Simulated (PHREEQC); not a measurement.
1 kg of water holding 37 mmol/kgw K2SO4 and 20 mmol/kgw NaCl is evaporated at 25 °C; the solids stay in contact with the brine. The system is closed to CO2. The run lets Arcanite, Glaserite, Halite, Mirabilite, Misenite, Sylvite, Thenardite precipitate or redissolve, and no other solid.

The series has 28 steps of water left (kg), from 1 to 0.005012.

The numbers come from PHREEQC with the Pitzer model, pitzer.dat.

Which solids form, in which order, and at which step of the series does each first stand?

Arcanite from water left = 0.05275 kg; Glaserite from water left = 0.01337 kg.
